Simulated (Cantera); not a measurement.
Adiabatic ignition

An adiabatic, constant-volume homogeneous reactor starts with 7.73 % CH₄, 0.928 % H₂, 19.2 % O₂, 72.2 % N₂, equivalence ratio 0.83, at 1000 K and 9.87 atm.

Cantera simulation using GRI-Mech 3.0 (53 species, 325 reactions); the numbers are that mechanism's predictions, not measurements.

```json
[
 {"t (s)": "1.00e-6", "T (K)": "1000", "P (bar)": "10.0", "x CH₄": "0.0773", "x H₂": "0.00928", "x O₂": "0.192", "x C₂H₂": "<1e-12", "x HCO": "<1e-12", "x HCN": "<1e-12"},
 {"t (s)": "2.46e-6", "T (K)": "1000", "P (bar)": "10.0", "x CH₄": "0.0773", "x H₂": "0.00928", "x O₂": "0.192", "x C₂H₂": "<1e-12", "x HCO": "<1e-12", "x HCN": "<1e-12"},
 {"t (s)": "6.06e-6", "T (K)": "1000", "P (bar)": "10.0", "x CH₄": "0.0773", "x H₂": "0.00928", "x O₂": "0.192", "x C₂H₂": "<1e-12", "x HCO": "<1e-12", "x HCN": "<1e-12"},
 {"t (s)": "1.49e-5", "T (K)": "1000", "P (bar)": "10.0", "x CH₄": "0.0773", "x H₂": "0.00928", "x O₂": "0.192", "x C₂H₂": "<1e-12", "x HCO": "<1e-12", "x HCN": "<1e-12"},
 {"t (s)": "3.67e-5", "T (K)": "1000", "P (bar)": "10.0", "x CH₄": "0.0773", "x H₂": "0.00928", "x O₂": "0.192", "x C₂H₂": "<1e-12", "x HCO": "<1e-12", "x HCN": "<1e-12"},
 {"t (s)": "9.04e-5", "T (K)": "1000", "P (bar)": "10.0", "x CH₄": "0.0773", "x H₂": "0.00928", "x O₂": "0.192", "x C₂H₂": "<1e-12", "x HCO": "<1e-12", "x HCN": "<1e-12"},
 {"t (s)": "0.000223", "T (K)": "1000", "P (bar)": "10.0", "x CH₄": "0.0773", "x H₂": "0.00928", "x O₂": "0.192", "x C₂H₂": "<1e-12", "x HCO": "<1e-12", "x HCN": "<1e-12"},
 {"t (s)": "0.000548", "T (K)": "1000", "P (bar)": "10.0", "x CH₄": "0.0773", "x H₂": "0.00928", "x O₂": "0.192", "x C₂H₂": "<1e-12", "x HCO": "<1e-12", "x HCN": "<1e-12"},
 {"t (s)": "0.00135", "T (K)": "1000", "P (bar)": "10.0", "x CH₄": "0.0773", "x H₂": "0.00928", "x O₂": "0.192", "x C₂H₂": "<1e-12", "x HCO": "<1e-12", "x HCN": "<1e-12"},
 {"t (s)": "0.00332", "T (K)": "1000", "P (bar)": "10.0", "x CH₄": "0.0773", "x H₂": "0.00928", "x O₂": "0.192", "x C₂H₂": "<1e-12", "x HCO": "<1e-12", "x HCN": "<1e-12"},
 {"t (s)": "0.00817", "T (K)": "1002", "P (bar)": "10.0", "x CH₄": "0.0772", "x H₂": "0.00922", "x O₂": "0.192", "x C₂H₂": "1.72e-12", "x HCO": "1.49e-11", "x HCN": "<1e-12"},
 {"t (s)": "0.0201", "T (K)": "2805", "P (bar)": "28.3", "x CH₄": "<1e-12", "x H₂": "0.00374", "x O₂": "0.0296", "x C₂H₂": "<1e-12", "x HCO": "2.88e-8", "x HCN": "8.19e-10"},
 {"t (s)": "0.0495", "T (K)": "2805", "P (bar)": "28.3", "x CH₄": "<1e-12", "x H₂": "0.00374", "x O₂": "0.0296", "x C₂H₂": "<1e-12", "x HCO": "2.88e-8", "x HCN": "8.19e-10"},
 {"t (s)": "0.122", "T (K)": "2805", "P (bar)": "28.3", "x CH₄": "<1e-12", "x H₂": "0.00374", "x O₂": "0.0296", "x C₂H₂": "<1e-12", "x HCO": "2.88e-8", "x HCN": "8.19e-10"},
 {"t (s)": "0.300", "T (K)": "2805", "P (bar)": "28.3", "x CH₄": "<1e-12", "x H₂": "0.00374", "x O₂": "0.0296", "x C₂H₂": "<1e-12", "x HCO": "2.88e-8", "x HCN": "8.19e-10"}
]
```
x: mole fraction; the columns are a selection and need not sum to one.

```
Quantity                                                            Result
---------------------------------  ---------------------------------------
time of steepest temperature rise                                  17.9 ms
temperature at 0.300 s                                              2805 K
equilibrium temperature                                             2805 K
x(CH₄) at 0.300 s                    <1e-12 (gas-phase equilibrium <1e-12)
x(H₂) at 0.300 s                   0.00374 (gas-phase equilibrium 0.00374)
x(O₂) at 0.300 s                     0.0296 (gas-phase equilibrium 0.0296)
```
